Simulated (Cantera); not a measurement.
Source: NASA polynomial tables (part measured, part estimated), evaluated in Cantera. Values are per mole of reaction as written; species without (g) are pure solids or liquids, kept so even where they would boil at 1 bar.

**Question.** Between 948 and 1098 K, where is each reaction favourable under standard conditions?
- FeCl2 + Cl(g) → FeCl3

**Answer.** 
- FeCl2 + Cl(g) → FeCl3: ΔG° is -78 kJ at 948 K and -64 kJ at 1098 K; it stays negative (K > 1). ΔH° is -165 kJ and ΔS° -92 J/K at 1098 K.
